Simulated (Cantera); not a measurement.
A closed system holds: 1 mol FeCl3, 3.3 mol O2, 420 mol N2, held at 1625 °C and 0.0560 bar.

These are equilibrium values from Cantera (NASA tables, ideal gas, pure condensed phases), not measurements of a reactor. Candidate condensed phases: Fe, FeCl2, FeCl3, FeO, Fe2O3, Fe3O4; 19 gas species. Equilibrium is a limit: real reactors are often held back by kinetics, nucleation or transport.

Base state: N2 0.987, O2 0.00711, Cl 0.00238, FeCl2 0.00234, NO 0.00117, O 0.000105 (mole fractions); condensed: gas only.

What changes in the equilibrium state with this change: O2 from 3.3 to 0.6 mol?


```json
[
 {"species": "N2", "before": "0.987", "after": "0.994"},
 {"species": "Cl", "before": "0.00238", "after": "0.00238"},
 {"species": "FeCl2", "before": "0.00234", "after": "0.00236"},
 {"species": "O2", "before": "0.00711", "after": "0.00116"},
 {"species": "NO", "before": "0.00117", "after": "0.000476"},
 {"species": "O", "before": "0.000105", "after": "4.22e-5"}
]
```
